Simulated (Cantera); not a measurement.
## Ammonia decomposition in nitride growth gas

An isothermal, constant-pressure homogeneous reactor starts with 9.09 % NH₃, 90.9 % N₂, at 2275 K and 0.0415 atm.

Detailed kinetics in Cantera: the gas-phase N/H chemistry of the illustrative SiF4/NH3 mechanism in the Surface Chemkin manual (1991). Walls and surfaces, which speed up NH3 decomposition in real reactors, are not modelled.

```tsv
t (s)	x NH₃	x H	x N₂	x N₂H₄	x NH	x H₂
6.00e-5	0.0908	3.92e-6	0.909	1.09e-11	5.59e-8	2.97e-5
0.000226	0.0906	4.09e-6	0.909	1.66e-10	1.04e-6	0.000124
0.000848	0.0899	8.14e-6	0.909	2.09e-9	1.06e-5	0.000596
0.00319	0.0860	4.30e-5	0.907	6.17e-9	3.34e-5	0.00533
0.0120	0.0715	0.000127	0.902	2.84e-9	4.44e-5	0.0256
0.0451	0.0371	0.000339	0.889	7.66e-10	4.08e-5	0.0733
0.169	0.00437	0.000923	0.876	3.13e-11	1.78e-5	0.118
0.637	6.02e-6	0.00501	0.873	<1e-12	7.20e-7	0.122
2.39	3.81e-8	0.0132	0.869	<1e-12	3.44e-8	0.118
9.00	2.11e-8	0.0143	0.869	<1e-12	2.24e-8	0.117
```
x: mole fraction; the columns are a selection and need not sum to one.

Equilibrium at this temperature and pressure: NH₃ 2.11e-8, H 0.0143, N₂ 0.869, N₂H₄ <1e-12, NH 2.24e-8, H₂ 0.117 (gas phase only).
